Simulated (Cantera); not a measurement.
**Stirred combustor or abatement burner**

A perfectly stirred reactor is fed with 25.8 % CO, 1.68 % H₂, 15.3 % O₂, 57.3 % N₂, at 24000 Pa; it is adiabatic with a 525 K inlet, and is followed from long to short residence time, starting on the burning branch (τ in s: 0.051, 0.021, 0.009, 0.0037, 0.0016, 0.00065, 0.00027, 0.00011, 4.8e-05, 2e-05).

Computed with Cantera and GRI-Mech 3.0 (53 species, 325 reactions).

```tsv
τ (s)	T (K)	x CO	x H₂	x O₂	x H₂O₂	x H₂O
0.051	2062	0.0776	0.00106	0.0509	1.43e-8	0.0137
0.021	1920	0.0902	0.00130	0.0558	2.62e-8	0.0121
0.0090	1773	0.101	0.00147	0.0594	4.85e-8	0.0102
0.0037	1605	0.111	0.00148	0.0627	8.68e-8	0.00778
0.0016	1424	0.126	0.00136	0.0699	1.21e-7	0.00615
0.00065	525	0.258	0.0168	0.153	<1e-12	<1e-12
0.00027	525	0.258	0.0168	0.153	<1e-12	<1e-12
0.00011	525	0.258	0.0168	0.153	<1e-12	<1e-12
4.8e-5	525	0.258	0.0168	0.153	<1e-12	<1e-12
2.0e-5	525	0.258	0.0168	0.153	<1e-12	<1e-12
```
x: mole fraction; the columns are a selection and need not sum to one.
